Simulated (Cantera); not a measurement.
# Equilibrium for oxide etching and cleaning by halides: Fe₂O₃ + HCl

A closed system holds: 1 mol Fe₂O₃, a varied amount of HCl, held at 1698.15 K and 14.0 Pa.

Method: chemical equilibrium by Gibbs-energy minimisation in Cantera with the NASA 1993 tables (ideal gas, pure condensed phases). Candidate condensed phases: Fe, FeCl₂, FeCl₃, FeO, Fe(OH)₂, Fe(OH)₃, Fe₂O₃, Fe₃O₄, H₂O; 22 gas species. Rates play no part.

| n(HCl) (mol) | x HCl | x H₂O | x FeCl₂ | x Cl | x O₂ | x H₂ | n Fe₃O₄(s) |
|---|---|---|---|---|---|---|---|
| 3 | 0.374 | 0.254 | 0.215 | 0.0866 | 0.0632 | 0.00168 | 0.425 |
| 4.3 | 0.377 | 0.259 | 0.222 | 0.0822 | 0.0514 | 0.00191 | 0.314 |
| 6.3 | 0.380 | 0.263 | 0.228 | 0.0784 | 0.0427 | 0.00212 | 0.142 |
| 9.2 | 0.437 | 0.240 | 0.201 | 0.0860 | 0.0290 | 0.00234 | 0 |
| 13 | 0.550 | 0.189 | 0.144 | 0.0983 | 0.0123 | 0.00284 | 0 |
| 20 | 0.666 | 0.136 | 0.0949 | 0.0936 | 0.00244 | 0.00459 | 0 |
| 29 | 0.746 | 0.0975 | 0.0660 | 0.0803 | 0.000431 | 0.00782 | 0 |
| 42 | 0.802 | 0.0682 | 0.0459 | 0.0701 | 9.20e-5 | 0.0118 | 0 |
| 61 | 0.840 | 0.0472 | 0.0317 | 0.0640 | 2.55e-5 | 0.0156 | 0 |
x: gas mole fraction; n: condensed amount in mol.

From 3 mol HCl to 6.3 mol HCl the condensed part is Fe₃O₄(s). From 9.2 mol HCl to 61 mol HCl nothing is condensed. The main Fe-bearing gas is FeCl₂ throughout.
